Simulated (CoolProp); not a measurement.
Propane at 360.01 K and 1.58 MPa flows at 0.079 m/s in a round tube of 4.6 mm bore and 0.25 µm roughness, fully developed (64/Re and Nu = 3.66 if laminar; Colebrook and Gnielinski if turbulent). Each further row changes one setting.

Computed with CoolProp (reference Helmholtz-energy equation of state, Lemmon 2009).

| case | Reynolds number | Darcy friction factor | pressure drop (Pa/m) | heat-transfer coefficient (W/(m² K)) | mass flow (kg/h) |
|---|---|---|---|---|---|
| as stated | 984 | 0.0650 | 1.21 | 21.7 | 0.130 |
| velocity 0.158 m/s | 1970 | 0.0325 | 2.43 | 21.7 | 0.260 |
| diameter 9.2 mm | 1970 | 0.0325 | 0.304 | 10.8 | 0.521 |

Viscosity comes from a separate model (Vogel 1998). Thermal conductivity comes from a separate model (Marsh 2002).
